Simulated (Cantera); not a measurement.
Feed: 1 mol HMDSO, 17 mol NO, equilibrated at 100 Torr.

Method: chemical equilibrium by Gibbs-energy minimisation in Cantera with the NASA 1993 tables (ideal gas, pure condensed phases). Candidate condensed phases: C, C₆H₆, C₇H₈, C₈H₁₈, H₂O, Si, SiC, SiO₂, Si₂N₂O, Si₃N₄; 151 gas species. The feed counts by its element totals alone. The tables hold silica as quartz up to 1696 K and as liquid above; real silica turns to tridymite and cristobalite and melts near 1996 K. Gases not in the tables: Si(OH)₄. Rates play no part.

log p: log10 of the partial pressure in bar; n: condensed amount in mol.

```json
[
 {"T (°C)": "1452", "log p N₂": "-1.32", "log p H₂O": "-1.48", "log p CO": "-1.66", "log p H₂": "-1.75", "log p CO₂": "-1.92", "log p H": "___", "n SiO₂(condensed)": "2.00", "n SiO₂(l)": "0"},
 {"T (°C)": "1502", "log p N₂": "-1.32", "log p H₂O": "-1.47", "log p CO": "-1.65", "log p H₂": "-1.76", "log p CO₂": "-1.93", "log p H": "___", "n SiO₂(condensed)": "2.00", "n SiO₂(l)": "0"},
 {"T (°C)": "1552", "log p N₂": "-1.32", "log p H₂O": "-1.47", "log p CO": "-1.65", "log p H₂": "-1.77", "log p CO₂": "-1.94", "log p H": "___", "n SiO₂(condensed)": "2.00", "n SiO₂(l)": "0"},
 {"T (°C)": "1602", "log p N₂": "-1.32", "log p H₂O": "-1.47", "log p CO": "-1.64", "log p H₂": "-1.77", "log p CO₂": "-1.95", "log p H": "___", "n SiO₂(condensed)": "2.00", "n SiO₂(l)": "0"},
 {"T (°C)": "1652", "log p N₂": "-1.32", "log p H₂O": "-1.46", "log p CO": "-1.64", "log p H₂": "-1.78", "log p CO₂": "-1.96", "log p H": "___", "n SiO₂(condensed)": "2.00", "n SiO₂(l)": "0"},
 {"T (°C)": "1702", "log p N₂": "-1.32", "log p H₂O": "-1.46", "log p CO": "-1.64", "log p H₂": "-1.78", "log p CO₂": "-1.97", "log p H": "___", "n SiO₂(condensed)": "2.00", "n SiO₂(l)": "0"},
 {"T (°C)": "1752", "log p N₂": "-1.32", "log p H₂O": "-1.46", "log p CO": "-1.63", "log p H₂": "-1.79", "log p CO₂": "-1.97", "log p H": "___", "n SiO₂(condensed)": "0", "n SiO₂(l)": "1.99"},
 {"T (°C)": "1802", "log p N₂": "-1.32", "log p H₂O": "-1.46", "log p CO": "-1.63", "log p H₂": "-1.80", "log p CO₂": "-1.98", "log p H": "___", "n SiO₂(condensed)": "0", "n SiO₂(l)": "1.98"}
]
```

**Question.** Complete the blanks.

**Answer.** 
- 1452, log p H: -4.61
- 1502, log p H: -4.42
- 1552, log p H: -4.24
- 1602, log p H: -4.07
- 1652, log p H: -3.91
- 1702, log p H: -3.76
- 1752, log p H: -3.61
- 1802, log p H: -3.47
